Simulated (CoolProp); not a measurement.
Vapour-liquid equilibrium of ethanol (1) + toluene (2) at 166 kPa; x and y are mole fractions of (1).

Values from CoolProp's multi-fluid Helmholtz-energy mixture model, Schroeder 2014 and Lemmon 2006; pair parameters Bell 2016.

```json
[
 {"x": "0.05", "bubble temperature, mixture model (°C)": "113.2", "bubble temperature, Raoult's law (°C)": "124.7", "y, mixture model": "___", "y, Raoult's law": "0.148"},
 {"x": "0.2", "bubble temperature, mixture model (°C)": "97.3", "bubble temperature, Raoult's law (°C)": "115.2", "y, mixture model": "0.634", "y, Raoult's law": "0.444"},
 {"x": "0.35", "bubble temperature, mixture model (°C)": "93.5", "bubble temperature, Raoult's law (°C)": "108.5", "y, mixture model": "___", "y, Raoult's law": "0.627"},
 {"x": "0.5", "bubble temperature, mixture model (°C)": "___", "bubble temperature, Raoult's law (°C)": "103.2", "y, mixture model": "___", "y, Raoult's law": "0.754"},
 {"x": "0.65", "bubble temperature, mixture model (°C)": "91.3", "bubble temperature, Raoult's law (°C)": "99.0", "y, mixture model": "0.757", "y, Raoult's law": "0.848"},
 {"x": "0.8", "bubble temperature, mixture model (°C)": "___", "bubble temperature, Raoult's law (°C)": "95.5", "y, mixture model": "___", "y, Raoult's law": "0.922"},
 {"x": "0.95", "bubble temperature, mixture model (°C)": "91.0", "bubble temperature, Raoult's law (°C)": "92.4", "y, mixture model": "0.937", "y, Raoult's law": "0.982"}
]
```

Q: Complete the blanks.

A: 
- 0.05, y, mixture model: 0.359
- 0.35, y, mixture model: 0.696
- 0.5, bubble temperature, mixture model (°C): 92.1
- 0.5, y, mixture model: 0.725
- 0.8, bubble temperature, mixture model (°C): 90.7
- 0.8, y, mixture model: 0.816

The largest gap from Raoult's law is -17.9 K in bubble temperature, at x = 0.2. y crosses x between x = 0.8 and 0.95: the model has an azeotrope there.

Pair parameters are fitted to limited data, so mixtures are less certain than the pure fluids. With so large a gap from Raoult's law the liquid may split in two, which this calculation doesn't test in full.
